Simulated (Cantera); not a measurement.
A Cantera script and its output.

```python
import numpy as np
import cantera as ct

surf = ct.Interface("diamond.yaml", "diamond_100")
gas, bulk = surf.adjacent["gas"], surf.adjacent["diamond"]
k = surf.kinetics_species_index(bulk.species_names[0])
cover = ["c6HH", "c6H*", "c6*H", "c6**", "c6HM", "c6B"]

rows, drift = [], 0.0
print(f"{'P':>10s}{'um/h':>11s}" + "".join(f"{s:>11s}" for s in cover))
for v in [780, 1300, 2100, 3300, 5400, 8800, 14000, 23000]:
    T, P, xH, xCH3 = 1100, v, 0.0049, 3.2e-05
    gas.TPX = T, P, {"H": xH, "CH3": xCH3, "CH4": 0.02, "H2": 1 - xH - xCH3 - 0.02}
    surf.TP = bulk.TP = T, P
    surf.coverages = "c6H*:0.1, c6HH:0.9"
    surf.advance_coverages(100.0)
    before = surf.coverages
    surf.advance_coverages(100.0)
    drift = max(drift, np.max(np.abs(surf.coverages - before) / (surf.coverages + 1e-9)))
    rate = surf.net_production_rates[k] * bulk.mean_molecular_weight / bulk.density * 3.6e9
    rows.append([rate, *surf[cover].coverages])
    print(f"{v:10.4g}{rate:11.4e}" + "".join(f"{x:11.3e}" for x in rows[-1][1:]))
```

Result:

```
         P       um/h       c6HH       c6H*       c6*H       c6**       c6HM        c6B
       780 6.2912e-02  5.125e-01  2.781e-02  4.406e-01  1.795e-02  6.945e-04  1.707e-10
      1300 1.4087e-01  5.123e-01  2.780e-02  4.404e-01  1.794e-02  9.686e-04  3.823e-10
      2100 2.8743e-01  5.121e-01  2.780e-02  4.402e-01  1.793e-02  1.251e-03  7.800e-10
      3300 5.3841e-01  5.119e-01  2.780e-02  4.400e-01  1.793e-02  1.511e-03  1.461e-09
      5400 1.0170e+00  5.117e-01  2.781e-02  4.398e-01  1.793e-02  1.760e-03  2.760e-09
      8800 1.8316e+00  5.116e-01  2.784e-02  4.396e-01  1.793e-02  1.956e-03  4.970e-09
   1.4e+04 3.1091e+00  5.115e-01  2.789e-02  4.395e-01  1.793e-02  2.094e-03  8.437e-09
   2.3e+04 5.3479e+00  5.114e-01  2.798e-02  4.393e-01  1.795e-02  2.197e-03  1.451e-08
```

Detailed kinetics in Cantera: the Harris–Goodwin 1993 mechanism for the reconstructed diamond (100) surface.
